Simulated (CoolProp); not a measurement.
A simple Rankine cycle with the fluoroketone C6F12O (FK-5-1-12): condensing at 323.15 K, boiler at 0.81 MPa, turbine inlet 401.2 K, turbine efficiency 0.85, pump efficiency 0.8, no recuperator. Each further row changes one setting.

Computed with CoolProp (reference Helmholtz-energy equation of state, McLinden 2015).

```tsv
case	thermal efficiency (%)	net work (kJ/kg)	heat in (kJ/kg)	turbine exit temperature (K)	volume ratio over the turbine
as stated	10.0	14.9	150	374.2	9.60
turbine inlet 421.2 K	9.5	16.2	171	395.6	8.95
condensing temperature 315.15 K	10.8	17.2	159	371.4	12.8
boiler pressure 0.567 MPa	8.5	13.0	154	381.0	6.01
turbine efficiency 0.75	8.8	13.1	150	376.2	9.66
```
